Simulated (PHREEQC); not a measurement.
Dissolve 0.0011 mol HF, 0.0095 mol H2SiF6, 0.026 mol H3AsO4 and 0.0021 mol HCl per kg of water at 25 °C. Closed to the air; pH follows from the charge balance.

The numbers come from PHREEQC with the ion-association model, wateq4f.dat.

| quantity | before | after |
|---|---|---|
| pH | 1.66 | 3.25 |
| ionic strength (mol/kgw) | 0.0341 | 0.000575 |
| H3AsO4 (mol/kgw) | 0.0204 | 2.55e-5 |
| H2AsO4- (mol/kgw) | 0.00556 | 0.000235 |
| HF (mol/kgw) | 0.00524 | 0.000261 |
| F- (mol/kgw) | 0.000191 | 0.000319 |

Q: Name the change that produced these shifts.
(A) HF left out
(B) 0.0092 mol/kgw H3PO4 added
(C) diluted 100-fold with water
(D) H2SiF6 left out

A: C, diluted 100-fold with water

Precipitation was switched off in this run. Some of these states are supersaturated (in Quartz (slow to form), Chalcedony (slow to form), for instance). SiF6-2 is the database's only silicon fluoride.
